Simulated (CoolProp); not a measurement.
Dimethyl carbonate at several states: Z from the reference equation and from simpler models built on Tc = 557.0 K, pc = 4.909 MPa, ω = 0.346; each cubic takes its own stable root.

Values from CoolProp's reference Helmholtz-energy equation of state, Zhou 2011.

| T (K) | p (MPa) | phase | reference | Redlich-Kwong | Soave-Redlich-Kwong |
|---|---|---|---|---|---|
| 482.8 | 15.5 | liquid | 0.4194 | 0.4815 | 0.4664 |
| 326.8 | 0.179 | liquid | 0.005790 | 0.006777 | 0.006503 |
| 547.5 | 28 | liquid | 0.7161 | 0.7885 | 0.7855 |
| 488.9 | 0.655 | gas | 0.9258 | 0.9306 | 0.9252 |
| 291 | 0.38 | liquid | 0.01319 | 0.01543 | 0.01493 |
